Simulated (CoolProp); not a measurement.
A single-stage vapour-compression cycle with R134a: evaporating at 270.15 K (dew point), condensing at 294.15 K (bubble point), superheat 10 K, subcooling 8 K, compressor efficiency 0.75, no pressure losses. Each further row changes one setting.

The numbers come from the reference Helmholtz-energy equation of state, Tillner-Roth 1994 in CoolProp.

```json
[
 {"case": "as stated", "cooling COP": "8.01", "pressure ratio": "2.25", "discharge temperature (K)": "313.3", "refrigerating effect (kJ/kg)": "188", "volumetric capacity (kJ/m³)": "2320"},
 {"case": "evaporating temperature 275.15 K", "cooling COP": "?", "pressure ratio": "1.87", "discharge temperature (K)": "311.1", "refrigerating effect (kJ/kg)": "191", "volumetric capacity (kJ/m³)": "?"},
 {"case": "condensing temperature 289.15 K", "cooling COP": "?", "pressure ratio": "?", "discharge temperature (K)": "306.8", "refrigerating effect (kJ/kg)": "195", "volumetric capacity (kJ/m³)": "2410"},
 {"case": "subcooling 13 K", "cooling COP": "8.30", "pressure ratio": "2.25", "discharge temperature (K)": "313.3", "refrigerating effect (kJ/kg)": "195", "volumetric capacity (kJ/m³)": "2410"},
 {"case": "superheat 20 K", "cooling COP": "8.00", "pressure ratio": "2.25", "discharge temperature (K)": "?", "refrigerating effect (kJ/kg)": "?", "volumetric capacity (kJ/m³)": "2320"},
 {"case": "compressor efficiency 0.65", "cooling COP": "6.94", "pressure ratio": "2.25", "discharge temperature (K)": "317.0", "refrigerating effect (kJ/kg)": "188", "volumetric capacity (kJ/m³)": "2320"}
]
```

Question: Some entries are withheld; supply them.

Answer: 
- evaporating temperature 275.15 K, cooling COP: 10.5
- evaporating temperature 275.15 K, volumetric capacity (kJ/m³): 2810
- condensing temperature 289.15 K, cooling COP: 10.3
- condensing temperature 289.15 K, pressure ratio: 1.92
- superheat 20 K, discharge temperature (K): 323.5
- superheat 20 K, refrigerating effect (kJ/kg): 197
